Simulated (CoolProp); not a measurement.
Vapour pressure (kPa) of n-nonane: the reference equation beside estimates from Tc = 321.4 °C, pc = 2282 kPa, ω = 0.443. Clausius-Clapeyron is anchored at 196.95 °C with a constant enthalpy of vaporisation of 32.72 kJ/mol.

Computed with CoolProp (reference Helmholtz-energy equation of state, Lemmon 2006). It is a short technical equation, of lower accuracy than the large ones.

| T (°C) | reference | Clausius-Clapeyron | van der Waals |
|---|---|---|---|
| 186.15 | 237.4 | 245.5 | 742.7 |
| 189.75 | 256.7 | 262.4 | 770.6 |
| 193.35 | 277.2 | 280.2 | 799.2 |
| 196.95 | 298.9 | 298.9 | (withheld) |
| 200.55 | 321.9 | (withheld) | 858.4 |
| 204.25 | (withheld) | 339.7 | 889.9 |
| 207.85 | 372.5 | 361.3 | 921.2 |
| 211.45 | 399.7 | 384.0 | 953.1 |
| 215.05 | 428.3 | 407.7 | 985.8 |

Fill in the missing entries.


- 196.95, van der Waals: 828.5
- 200.55, Clausius-Clapeyron: 318.5
- 204.25, reference: 346.8

Absolute difference from the reference over all 9 rows, mean and median: Clausius-Clapeyron 2.4 and 2.2 %, van der Waals 168.6 and 166.7 %.
